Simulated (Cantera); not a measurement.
What does this Cantera script print?

```python
import numpy as np
import cantera as ct

gas = ct.Solution("gri30.yaml")
gas.TPX = 1725, 100000, {'CH3OH': 1, 'O2': 0.938, 'N2': 3.52}
reactor = ct.IdealGasConstPressureReactor(gas, energy="on", clone=False)
net = ct.ReactorNet([reactor])
net.rtol, net.atol = 1e-08, 1e-16
show = ['CH3OH', 'O2', 'CH3', 'CH2', 'CH2CO', 'H2']
times = np.geomspace(1e-06, 0.7, 11)

steps = ct.SolutionArray(gas, extra=["t"])
rows = []
print(f"{'t/s':>10s}{'T/K':>9s}{'P/Pa':>11s}" + "".join(f"{s:>11s}" for s in show))
for t in times:
    while net.time < t:
        t_next = net.step()
        steps.append(gas.state, t=t_next)
    rows.append([np.interp(t, steps.t, y) for y in (steps.T, steps.P, *steps(*show).X.T)])
    print(f"{t:10.3e}{rows[-1][0]:9.1f}{rows[-1][1]:11.4g}" + "".join(f"{x:11.3e}" for x in rows[-1][2:]))
rate = np.gradient(steps.T, steps.t)
print("integrator steps:", len(steps.t))
if steps.T.max() > steps.T[0] + 200:
    print(f"time of steepest temperature rise: {steps.t[rate.argmax()]:.4e} s")
gas.TPX = 1725, 100000, {'CH3OH': 1, 'O2': 0.938, 'N2': 3.52}
gas.equilibrate("HP")
print(f"equilibrium (HP): T = {gas.T:.1f} K  " + "  ".join(f"{s} {gas[s].X[0]:.3e}" for s in show))
```

Output:

```
       t/s      T/K       P/Pa      CH3OH         O2        CH3        CH2      CH2CO         H2
 1.000e-06   1724.8      1e+05  1.828e-01  1.716e-01  6.021e-05  2.504e-06  1.925e-11  1.063e-04
 3.842e-06   1724.7      1e+05  1.814e-01  1.707e-01  1.440e-04  2.488e-06  5.459e-10  5.614e-04
 1.476e-05   1740.0      1e+05  1.664e-01  1.629e-01  8.768e-05  2.904e-06  5.768e-08  5.802e-03
 5.669e-05   2439.0      1e+05  2.782e-15  9.422e-03  2.297e-13  5.598e-14  1.468e-16  7.492e-02
 2.178e-04   2720.0      1e+05  4.022e-15  4.803e-03  5.333e-13  3.180e-13  8.087e-16  7.248e-02
 8.367e-04   2783.8      1e+05  5.420e-15  3.530e-03  9.701e-13  5.687e-13  1.525e-15  7.203e-02
 3.214e-03   2778.4      1e+05  5.599e-15  3.298e-03  1.002e-12  5.700e-13  1.575e-15  7.280e-02
 1.235e-02   2777.6      1e+05  5.621e-15  3.270e-03  1.005e-12  5.700e-13  1.581e-15  7.290e-02
 4.743e-02   2777.6      1e+05  5.621e-15  3.270e-03  1.005e-12  5.700e-13  1.581e-15  7.290e-02
 1.822e-01   2777.6      1e+05  5.621e-15  3.270e-03  1.005e-12  5.700e-13  1.581e-15  7.290e-02
 7.000e-01   2777.6      1e+05  5.621e-15  3.270e-03  1.005e-12  5.700e-13  1.581e-15  7.290e-02
integrator steps: 1563
time of steepest temperature rise: 3.3688e-05 s
equilibrium (HP): T = 2777.6 K  CH3OH 5.860e-15  O2 3.270e-03  CH3 1.215e-12  CH2 5.985e-13  CH2CO 1.710e-15  H2 7.290e-02
```

Computed with Cantera and GRI-Mech 3.0 (53 species, 325 reactions). GRI-Mech 3.0 was tuned for natural gas; its chemistry of methanol as a main component is partial and can be far from experiment.
